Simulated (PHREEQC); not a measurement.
**Brine: an equilibrium model**

A solution holds 1 mol LiBr and 1.4 mol KBr per kg of water, at 20 °C. Closed to the air; pH follows from the charge balance.

All values are PHREEQC results (Pitzer model, pitzer.dat), not measurements.

This is a speciation only: nothing precipitates in the calculation.

Question: What activity of water, density, osmotic coefficient does the model give?

Answer: activity of water 0.911; density 1.163 g/cm³; osmotic coefficient 1.073.
